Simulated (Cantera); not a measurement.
A Cantera script and what it prints.

```python
import numpy as np
import cantera as ct

gas_names = [...]  # 123 gases of nasa_gas.yaml made of C, H, O, Si
cond_names = """
    C(gr) C6H6(L) C7H8(L) C8H18(L),n-octa H2O(s) H2O(L) Si(cr) Si(L) SiC(b) SiO2(Lqz) SiO2(hqz) SiO2(L)
""".split()


# ... load() reads the species with a 1 bar reference pressure and builds the phases ...
atoms = {
    'SiC': {'Si': 1, 'C': 1},
    'O2': {'O': 2},
    'H2': {'H': 2},
    'CO2': {'C': 1, 'O': 2},
}
top_T = {'C(gr)': 4500, 'SiC(b)': 3050}  # K; cautious upper limits of use, not melting points


# ... equilibrate(T, P, feed) seeds the gas with the atoms and calls Mixture.equilibrate('TP', solver="vcs", rtol=1e-11, max_steps=5000) ...
results = []
feed = {'SiC': 1, 'O2': 1.2, 'H2': 5.8, 'CO2': 0.011}  # mol
T = 1798  # K
P = 133.322  # Pa
mix = equilibrate(T, P, feed)
results.append((T, P, feed, dict(zip(mix.species_names, mix.species_moles))))
print(gas.report(threshold=0.001))
for i in range(1, mix.n_phases):
    print(f"{mix.phase(i).name:16s} {mix.phase_moles(i):12.5e} mol")
```

Output:

```
       temperature   1798 K
          pressure   133.32 Pa
           density   8.5383e-05 kg/m^3
  mean mol. weight   9.574 kg/kmol
   phase of matter   gas

                          1 kg             1 kmol
                     ---------------   ---------------
          enthalpy        2.2722e+06        2.1754e+07  J
   internal energy        7.1071e+05        6.8044e+06  J
           entropy             27654        2.6476e+05  J/K
    Gibbs function       -4.7449e+07       -4.5428e+08  J
 heat capacity c_p            3579.9             34274  J/K
 heat capacity c_v            2711.4             25959  J/K

                      mass frac. Y      mole frac. X     chem. pot. / RT
                     ---------------   ---------------   ---------------
                CO           0.39083           0.13359           -43.372
                 H        0.00088078         0.0083657           -13.025
                H2           0.15849           0.75268           -26.051
               H2O           0.02442          0.012978           -54.154
               SiO           0.42256          0.091771           -45.005
     [ +118 minor]          0.002819        0.00061772

C(gr)             0.00000e+00 mol
Si(L)             0.00000e+00 mol
SiC(b)            0.00000e+00 mol
SiO2(L)           3.08572e-01 mol
```

Method: chemical equilibrium by Gibbs-energy minimisation in Cantera with the NASA 1993 tables (ideal gas, pure condensed phases). The tables hold silica as quartz up to 1696 K and as liquid above; real silica turns to tridymite and cristobalite and melts near 1996 K.
